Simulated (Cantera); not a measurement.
Input: 1 mol TiCl4, 0.25 mol N2, equilibrated at 100 Torr.

Equilibrium computed with Cantera from the NASA thermochemical tables; the gas is ideal and each condensed phase is pure. Candidate condensed phases: Ti, TiCl2, TiCl3, TiCl4, TiN; 9 gas species. The tables' values for TiCl2 are old estimates; treat these amounts as uncertain. The numbers say what is thermodynamically allowed, not how fast it happens.

x: gas mole fraction; nothing condenses.

| T (K) | x TiCl4 | x TiCl3 | x Cl | x N2 | x Cl2 |
|---|---|---|---|---|---|
| 898 | 0.800 | 1.46e-6 | 1.57e-7 | 0.200 | 6.49e-7 |
| 998 | 0.800 | 1.10e-5 | 2.17e-6 | 0.200 | 4.40e-6 |
| 1098 | 0.800 | 5.83e-5 | 1.81e-5 | 0.200 | 2.01e-5 |
| 1198 | 0.800 | 0.000240 | 0.000104 | 0.200 | 6.77e-5 |
| 1298 | 0.799 | 0.000810 | 0.000449 | 0.200 | 0.000181 |
| 1398 | 0.796 | 0.00234 | 0.00154 | 0.200 | 0.000401 |
| 1498 | 0.790 | 0.00593 | 0.00438 | 0.199 | 0.000771 |
| 1598 | 0.777 | 0.0135 | 0.0108 | 0.198 | 0.00132 |
| 1698 | 0.752 | 0.0277 | 0.0236 | 0.195 | 0.00205 |
| 1798 | 0.709 | … | … | 0.190 | … |
| 1898 | 0.642 | 0.0895 | 0.0822 | 0.183 | 0.00376 |
| 1998 | 0.548 | 0.141 | 0.133 | 0.172 | 0.00441 |
| 2098 | … | … | … | 0.160 | 0.00464 |
| 2198 | 0.312 | 0.268 | 0.266 | 0.146 | 0.00436 |

Question: Fill in the missing entries.

Answer: 
- 1798, x TiCl3: 0.0520
- 1798, x Cl: 0.0462
- 1798, x Cl2: 0.00291
- 2098, x TiCl4: 0.434
- 2098, x TiCl3: 0.204
- 2098, x Cl: 0.197
